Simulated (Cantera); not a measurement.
## Ignition delay

Mixture: 5.18 % CH4, 0.513 % CO, 23.6 % O2, 68.4 % N2, 2.38 % H2O, at 6.00 bar, adiabatic and at constant volume. Ignition delay is the time to a rise of 400 K.

Computed with Cantera and GRI-Mech 3.0 (53 species, 325 reactions).

```json
[
 {"T0 (K)": "1250", "delay (ms)": "2.52"},
 {"T0 (K)": "1325", "delay (ms)": "1.04"},
 {"T0 (K)": "1400", "delay (ms)": "0.463"},
 {"T0 (K)": "1475", "delay (ms)": "0.220"},
 {"T0 (K)": "1550", "delay (ms)": "0.112"},
 {"T0 (K)": "1625", "delay (ms)": "0.0606"},
 {"T0 (K)": "1700", "delay (ms)": "0.0347"},
 {"T0 (K)": "1775", "delay (ms)": "0.0210"},
 {"T0 (K)": "1850", "delay (ms)": "0.0132"}
]
```

| Property | Result |
|---|---|
| apparent activation energy between 1700 and 1850 K | 170 kJ/mol |
